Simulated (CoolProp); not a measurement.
Values from CoolProp's reference Helmholtz-energy equation of state, Lemmon 2006. It is a short technical equation, of lower accuracy than the large ones.

Problem. For n-nonane, give the phase and the cv (kJ/(kg K)), speed of sound (m/s), conductivity (mW/(m K)), Prandtl number at 600 K and 77.7 kPa; 600 K and 114 kPa.

Solution. 
- 600 K and 77.7 kPa: gas; cv 2.79, speed of sound 197, conductivity 41.0, Prandtl number 0.747
- 600 K and 114 kPa: gas; cv 2.80, speed of sound 196, conductivity 41.1, Prandtl number 0.747

Viscosity comes from a separate model (Huber 2004). Thermal conductivity comes from a separate model (Huber 2005).
